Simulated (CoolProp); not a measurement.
Saturation properties of toluene (Tc = 318.6 °C, pc = 4126 kPa, ω = 0.266).

Values from CoolProp's reference Helmholtz-energy equation of state, Lemmon 2006. It is a short technical equation, of lower accuracy than the large ones.

```tsv
T (°C)	p (kPa)	liquid cp (kJ/(kg K))	liquid viscosity (µPa s)	vapour viscosity (µPa s)
8.05	1.486	1.649	686	6.61
24.15	3.636	1.699	557	6.96
40.35	8.020	1.751	463	7.30
56.45	16.08	1.806	393	7.65
72.65	29.96	1.863	338	7.99
88.85	52.30	1.922	294	8.34
104.95	86.07	1.982	259	8.68
121.15	135.5	2.043	230	9.02
137.25	204.1	2.107	206	9.37
153.45	297.6	2.172	185	9.72
169.65	420.6	2.240	167	10.1
185.75	577.6	2.312	151	10.5
201.95	776.4	2.390	136	10.9
218.05	1021	2.476	123	11.3
```

It boils at 110.6 °C under 1 atm.

Viscosity comes from a separate model (Avgeri 2015).
